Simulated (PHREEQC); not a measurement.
A solution holds 0.025 mol/kgw Fe(NO3)3, at 20 °C. It is in equilibrium with CO2 at log p = -3.4 (atm). Otherwise closed; pH follows from the charge balance.

Equilibrium calculation in PHREEQC: ion-association model, wateq4f.dat.

- pH = 2.04
- ionic strength = 0.144 mol/kgw
- total alkalinity = -50.0 meq/kg

| species | molality | activity | log γ |
|---|---|---|---|
| NO3- | 0.0750 | 0.0544 | -0.140 |
| Fe+3 | 0.0141 | 0.00216 | -0.815 |
| H+ | 0.0113 | 0.00919 | -0.091 |
| FeOH+2 | 0.00334 | 0.00112 | -0.473 |
| Fe2(OH)2+4 | 0.00315 | 4.20e-5 | -1.875 |
| Fe3(OH)4+5 | 0.000398 | 4.68e-7 | -2.930 |
| Fe(OH)2+ | 4.34e-5 | 3.33e-5 | -0.115 |
| CO2 | 1.51e-5 | 1.56e-5 | 0.014 |

Precipitation was switched off in this run. Saturation is exceeded, for instance for Hematite (slow to form), Goethite (slow to form); the values hold only as long as no solid forms. Complexes and solids missing from the database can't appear.
